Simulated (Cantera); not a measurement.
TEOS + O2 + O3 (silicon oxide and oxynitride deposition)

Input: 1 mol TEOS, 0.67 mol O2, 0.15 mol O3, at 625 K and 18000 Pa.

Equilibrium computed with Cantera from the NASA thermochemical tables; the gas is ideal and each condensed phase is pure. Candidate condensed phases: C, C6H6, C7H8, C8H18, H2O, Si, SiC, SiO2; 123 gas species. The feed counts by its element totals alone. Kinetics and transport are ignored.

```yaml
x(H2O): 0.377
x(CH4): 0.360
x(H2): 0.203
x(CO2): 0.0572
x(CO): 0.00149
n(C(graphite)): 4.78 mol
n(SiO2(α-quartz)): 1.00 mol
gas_amount: 7.682 mol
log10 activity of Si(s) (absent): -31.58
```
